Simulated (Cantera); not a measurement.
Charge: 1 mol BCl₃, 94 mol H₂, 4.2 mol H₂O, at 1177 °C.

Equilibrium computed with Cantera from the NASA thermochemical tables; the gas is ideal and each condensed phase is pure. Candidate condensed phases: B, B₂O₃, B₃O₃H₃, H₂O; 33 gas species. Gases not in the tables: H₃BO₃. Kinetics and transport are ignored.

x: gas mole fraction; n: condensed amount in mol.

| P (Pa) | x H₂ | x HCl | x H₂O | x HBO₂ | x H | n B₂O₃(l) |
|---|---|---|---|---|---|---|
| 10 | 0.937 | 0.0299 | 0.0222 | 0.00954 | 0.000916 | 0 |
| 46 | 0.938 | 0.0299 | 0.0223 | 0.00955 | 0.000427 | 0 |
| 220 | 0.938 | 0.0299 | 0.0223 | 0.00955 | 0.000195 | 0 |
| 1000 | 0.938 | 0.0299 | 0.0223 | 0.00955 | 9.16e-5 | 0 |
| 4600 | 0.938 | 0.0299 | 0.0223 | 0.00954 | [?] | 0 |
| 22000 | 0.940 | 0.0300 | 0.0245 | [?] | [?] | [?] |
| 100000 | 0.942 | 0.0301 | 0.0258 | 0.00246 | 9.18e-6 | 0.371 |

Q: Some entries are withheld; supply them.

A: 
- 4600, x H: 4.27e-5
- 22000, x HBO₂: 0.00511
- 22000, x H: 1.96e-5
- 22000, n B₂O₃(l): 0.236
